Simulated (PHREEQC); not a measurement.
Make-up at 54 °C: 8.5e-05 mol/kgw H4SiO4, 0.14 mol/kgw AlCl3, 0.25 mol/kgw NH3 and 0.00016 mol/kgw (NH4)2SO4. Closed to the air; pH follows from the charge balance.

Computed with PHREEQC (ion-association model, phreeqc.dat).

This is a speciation only: nothing precipitates in the calculation.

Question: What pH does the model give?

Answer: pH 5.17.

Question: In which forms is Al present?

Answer: Al(OH)2+ 64 %, AlOH+2 21 %, Al+3 6.6 %, Al(OH)3 4.7 %, Al(OH)4- 4.0 % of the Al.

The solution is supersaturated, for example in Al(OH)3(a), Gibbsite (slow to form), so a real one may precipitate; this is no full list. At this temperature some constants are extrapolated from 25 °C, and those without enthalpy data are left unchanged.
